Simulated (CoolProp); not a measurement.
Saturation properties of CF4 (R14) (Tc = -45.8 °C, pc = 3.762 MPa, ω = 0.178).

Model: reference Helmholtz-energy equation of state, Platzer 1990, in CoolProp. This equation is an older, rougher fit; its heat capacities, sound speeds and derivatives of the liquid may be far off and weren't checked against measurements.

| T (°C) | p (MPa) | vapour density (kg/m³) | surface tension (mN/m) | liquid viscosity (µPa s) | vapour viscosity (µPa s) |
|---|---|---|---|---|---|
| -106.35 | 0.3746 | 26.21 | 8.22 | 162 | 10.3 |
| -103.35 | 0.4362 | 30.35 | 7.72 | 155 | 10.6 |
| -100.35 | 0.5050 | 34.99 | 7.23 | 148 | 10.8 |
| -97.35 | 0.5816 | 40.19 | 6.74 | 142 | 11.1 |
| -94.45 | 0.6636 | 45.79 | 6.27 | 136 | 11.4 |
| -91.45 | 0.7570 | 52.26 | 5.80 | 130 | 11.7 |
| -88.45 | 0.8599 | 59.48 | 5.33 | 124 | 11.9 |
| -85.45 | 0.9727 | 67.54 | 4.87 | 119 | 12.3 |
| -82.55 | 1.092 | 76.24 | 4.44 | 113 | 12.6 |
| -79.55 | 1.226 | 86.29 | 3.99 | 108 | 12.9 |
| -76.55 | 1.372 | 97.57 | 3.56 | 103 | 13.3 |
| -73.55 | 1.530 | 110.3 | 3.14 | 98.4 | 13.7 |
| -70.65 | 1.696 | 124.2 | 2.74 | 93.7 | 14.1 |

It boils at -128.0 °C under 1 atm.

Viscosity comes from a separate model (Huber 2003), an estimate that may be off by 10 % or more. Surface tension comes from a separate correlation (Mulero 2012).
